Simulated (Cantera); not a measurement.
Low-pressure radical oxidation in H2/O2

An isothermal, constant-pressure homogeneous reactor starts with 0.122 % H₂, 24.4 % O₂, 75.5 % N₂, equivalence ratio 0.0025, at 1100 K and 16.5 Torr.

Model: the H2/O2 subset of GRI-Mech 3.0, which has no nitrogen chemistry, integrated in Cantera. Radical loss at walls, strong at low pressure, is not modelled.

| t (s) | x H₂ | x O₂ | x OH | x H₂O₂ | x O |
|---|---|---|---|---|---|
| 1.00e-6 | 0.00122 | 0.244 | <1e-12 | <1e-12 | <1e-12 |
| 4.03e-6 | 0.00122 | 0.244 | <1e-12 | <1e-12 | <1e-12 |
| 1.63e-5 | 0.00122 | 0.244 | <1e-12 | <1e-12 | <1e-12 |
| 6.55e-5 | 0.00122 | 0.244 | <1e-12 | <1e-12 | <1e-12 |
| 0.000264 | 0.00122 | 0.244 | 7.20e-12 | <1e-12 | 7.41e-12 |
| 0.00107 | 0.00122 | 0.244 | 5.14e-11 | <1e-12 | 5.80e-11 |
| 0.00430 | 0.00122 | 0.244 | 3.63e-10 | <1e-12 | 5.11e-10 |
| 0.0173 | 0.00122 | 0.244 | 2.32e-8 | <1e-12 | 3.70e-8 |
| 0.0698 | 6.97e-5 | 0.243 | 0.000136 | 1.63e-8 | 0.000839 |
| 0.282 | 1.61e-6 | 0.243 | 4.84e-5 | 3.57e-9 | 0.000492 |
| 1.14 | 3.53e-7 | 0.243 | 2.30e-5 | 2.53e-9 | 0.000110 |
| 4.58 | 3.61e-8 | 0.243 | 7.60e-6 | 7.39e-10 | 1.19e-5 |
| 18.5 | 3.24e-9 | 0.243 | 2.35e-6 | 9.70e-11 | 1.12e-6 |
| 74.4 | 3.88e-10 | 0.243 | 8.32e-7 | 1.31e-11 | 1.40e-7 |
| 300 | 6.83e-11 | 0.243 | 3.54e-7 | 2.42e-12 | 2.54e-8 |
x: mole fraction; the columns are a selection and need not sum to one.

Equilibrium at this temperature and pressure: H₂ 2.21e-11, O₂ 0.243, OH 2.03e-7, H₂O₂ <1e-12, O 8.35e-9 (gas phase only).
